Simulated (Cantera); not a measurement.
Cantera run, input and output.

```python
import numpy as np
import cantera as ct

gas = ct.Solution("gri30.yaml")
gas.TPX = 1650, 1000000, {'CH4': 1, 'CO': 1.1, 'O2': 1.16, 'N2': 9.16}
reactor = ct.IdealGasReactor(gas, energy="on", clone=False)
net = ct.ReactorNet([reactor])
net.rtol, net.atol = 1e-08, 1e-16
show = ['CH4', 'CO', 'O2', 'CH3', 'HO2', 'C2H6', 'NO']
times = np.geomspace(1e-06, 9, 13)

steps = ct.SolutionArray(gas, extra=["t"])
rows = []
print(f"{'t/s':>10s}{'T/K':>9s}{'P/Pa':>11s}" + "".join(f"{s:>11s}" for s in show))
for t in times:
    while net.time < t:
        t_next = net.step()
        steps.append(gas.state, t=t_next)
    rows.append([np.interp(t, steps.t, y) for y in (steps.T, steps.P, *steps(*show).X.T)])
    print(f"{t:10.3e}{rows[-1][0]:9.1f}{rows[-1][1]:11.4g}" + "".join(f"{x:11.3e}" for x in rows[-1][2:]))
rate = np.gradient(steps.T, steps.t)
print("integrator steps:", len(steps.t))
if steps.T.max() > steps.T[0] + 200:
    print(f"time of steepest temperature rise: {steps.t[rate.argmax()]:.4e} s")
gas.TPX = 1650, 1000000, {'CH4': 1, 'CO': 1.1, 'O2': 1.16, 'N2': 9.16}
gas.equilibrate("UV")
print(f"equilibrium (UV): T = {gas.T:.1f} K  " + "  ".join(f"{s} {gas[s].X[0]:.3e}" for s in show))
```

Result:

```
       t/s      T/K       P/Pa        CH4         CO         O2        CH3        HO2       C2H6         NO
 1.000e-06   1650.0      1e+06  8.051e-02  8.857e-02  9.339e-02  9.469e-06  1.098e-06  7.293e-09  5.300e-14
 3.798e-06   1649.9  9.999e+05  8.047e-02  8.856e-02  9.338e-02  4.223e-05  1.848e-06  5.430e-07  2.926e-13
 1.442e-05   1650.3      1e+06  8.020e-02  8.852e-02  9.326e-02  1.618e-04  2.924e-06  3.304e-05  2.414e-12
 5.477e-05   1661.7  1.007e+06  7.768e-02  8.849e-02  9.191e-02  3.584e-04  1.101e-05  5.682e-04  2.894e-11
 2.080e-04   2587.3  1.677e+06  1.827e-07  1.359e-01  5.240e-06  1.036e-07  1.102e-08  1.794e-14  2.538e-04
 7.900e-04   2588.0  1.677e+06  4.475e-10  1.359e-01  5.382e-06  2.613e-10  1.136e-08  1.045e-19  1.705e-04
 3.000e-03   2588.4  1.678e+06  4.397e-10  1.359e-01  5.410e-06  2.571e-10  1.141e-08  1.012e-19  1.282e-04
 1.139e-02   2588.5  1.678e+06  4.395e-10  1.359e-01  5.410e-06  2.570e-10  1.142e-08  1.012e-19  1.273e-04
 4.327e-02   2588.5  1.678e+06  4.395e-10  1.359e-01  5.410e-06  2.570e-10  1.142e-08  1.012e-19  1.273e-04
 1.643e-01   2588.5  1.678e+06  4.395e-10  1.359e-01  5.410e-06  2.570e-10  1.142e-08  1.012e-19  1.273e-04
 6.240e-01   2588.5  1.678e+06  4.395e-10  1.359e-01  5.410e-06  2.570e-10  1.142e-08  1.012e-19  1.273e-04
 2.370e+00   2588.5  1.678e+06  4.395e-10  1.359e-01  5.410e-06  2.570e-10  1.142e-08  1.012e-19  1.273e-04
 9.000e+00   2588.5  1.678e+06  4.395e-10  1.359e-01  5.410e-06  2.570e-10  1.142e-08  1.012e-19  1.273e-04
integrator steps: 1777
time of steepest temperature rise: 1.3088e-04 s
equilibrium (UV): T = 2588.5 K  CH4 4.864e-10  CO 1.359e-01  O2 5.410e-06  CH3 2.844e-10  HO2 1.142e-08  C2H6 1.205e-19  NO 1.273e-04
```

Computed with Cantera and GRI-Mech 3.0 (53 species, 325 reactions).
